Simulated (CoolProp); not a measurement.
Vapour-liquid equilibrium of acetone (1) + cyclohexane (2) at 0.0202 MPa; x and y are mole fractions of (1).

Model: multi-fluid Helmholtz-energy mixture model, Lemmon 2006 and Zhou 2014; pair parameters Bell 2016, in CoolProp.

**Question.** Give the bubble temperature and the first vapour's composition at x = 0.25, 0.75, 0.85. Is there an azeotrope?

**Answer.** x = 0.25: 286.7 K, y = 0.671; x = 0.75: 286.0 K, y = 0.728; x = 0.85: 286.3 K, y = 0.785. y crosses x between x = 0.65 and 0.75: the model has an azeotrope there.

Pair parameters are fitted to limited data, so mixtures are less certain than the pure fluids. With so large a gap from Raoult's law the liquid may split in two, which this calculation doesn't test in full.
